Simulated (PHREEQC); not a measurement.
A solution holds 0.16 mol/kgw NH3 and 5.2e-07 mol/kgw H4SiO4, at 25 °C. Closed to the air; pH follows from the charge balance.

Model: ion-association model, phreeqc.dat, run in PHREEQC.

| quantity | before | after |
|---|---|---|
| pH | 11.22 | 11.73 |
| ionic strength (mol/kgw) | 0.00176 | 0.00570 |
| NH4+ (mol/kgw) | 0.00176 | 0.00570 |
| H3SiO4- (mol/kgw) | 4.94e-7 | 4.92e-7 |
| H4SiO4 (mol/kgw) | 1.93e-8 | 5.75e-9 |
| SI of Quartz (SiO2) | -3.73 | -4.23 |

Which change was made?
A) H4SiO4 from 5.2e-07 to 1.04e-06 mol/kgw
B) NH3 from 0.16 to 1.6 mol/kgw
C) H4SiO4 from 5.2e-07 to 5.2e-06 mol/kgw
D) NH3 replaced by NH4Br at the same molality

B, NH3 from 0.16 to 1.6 mol/kgw

Precipitation was switched off in this run.
